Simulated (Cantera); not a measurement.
## Equilibrium for calcination and drying: Mg(OH)2 + H2

Charge: 1 mol Mg(OH)2, 0.17 mol H2, equilibrated at 2023.15 K and 0.133 bar.

Method: chemical equilibrium by Gibbs-energy minimisation in Cantera with the NASA 1993 tables (ideal gas, pure condensed phases). Candidate condensed phases: H2O, Mg, MgO, Mg(OH)2; 15 gas species. The numbers say what is thermodynamically allowed, not how fast it happens.

```json
{
  "x(H2O)": "0.852",
  "x(H2)": "0.145",
  "x(H)": "0.00198",
  "x(OH)": "0.00121",
  "x(Mg(OH)2)": "4.02e-5",
  "x(O2)": "3.06e-5",
  "x(Mg)": "2.69e-5",
  "x(MgOH)": "1.35e-5",
  "x(O)": "1.21e-5",
  "n(MgO(s))": "1.000 mol",
  "gas_amount": "1.172 mol",
  "log10 activity of Mg(l) (absent)": "-6.99"
}
```
